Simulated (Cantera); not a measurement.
**Reactions in the system Cr-N-O**

Cantera with NASA thermochemical tables; ideal gases at 1 bar, condensed phases pure. Values are per mole of reaction as written; species without (g) are pure solids or liquids, kept so even where they would boil at 1 bar.

2 NO₂(g) + 2 Cr₂O₃ → 5 O₂(g) + 2 Cr₂N

```csv
T (K),ΔH° (kJ),ΔS° (J/K),ΔG° (kJ),log10 K
775,1943.9,500.9,1555.7,-104.85
875,1942.9,499.6,1505.7,-89.88
975,1942.2,498.9,1455.8,-77.99
1075,1941.8,498.6,1405.9,-68.31
1175,1941.8,498.5,1356.0,-60.28
```

O₃(g) + 3 Cr₂N → 3 NO(g) + 6 Cr

```
T (K)  ΔH° (kJ)  ΔS° (J/K)  ΔG° (kJ)  log10 K
-----  --------  ---------  --------  -------
775       496.3      317.2     250.5   -16.88
875       492.9      313.1     219.0   -13.07
975       489.4      309.3     187.8   -10.06
1075      486.1      306.1     157.1    -7.63
1175      483.0      303.3     126.6    -5.63
```
